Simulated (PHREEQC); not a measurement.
1.3 g of hydrous ferric oxide (600 m²/g; 0.2 weak and 0.005 strong sites per Fe, Dzombak-Morel constants, diffuse double layer) in 1 kg of water with 0.3 mol/kgw of an inert sodium salt and 7.5e-06 mol Na2SeO4 and 7.5e-06 mol Na2SO4, at 25 °C; the pH is set by adding NaOH or the inert anion's acid. O2 is buffered at 0.21 atm. CO2 from the air is kept out. Nothing may precipitate in this run.

Base run: PHREEQC, ion-association model, wateq4f.dat. Each further column changes one thing. The table gives surface charge σ (C/m²).

```csv
pH,base,background salt from 0.3 to 0.03 mol/kgw,oxide from 1.3 to 6.5 g/kgw
3,0.364,0.347,0.367
3.67,0.356,0.303,0.359
4.33,0.328,0.232,0.331
5.67,0.189,0.096,0.191
6.33,0.120,0.055,0.121
7,0.066,0.028,0.066
7.67,0.024,0.009,0.024
8.33,-0.012,-0.005,-0.012
9.67,-0.101,-0.045,-0.102
10.33,-0.166,-0.082,-0.166
11,-0.244,-0.138,-0.245
```

The oxide is taken as insoluble; below pH 4 it would dissolve.
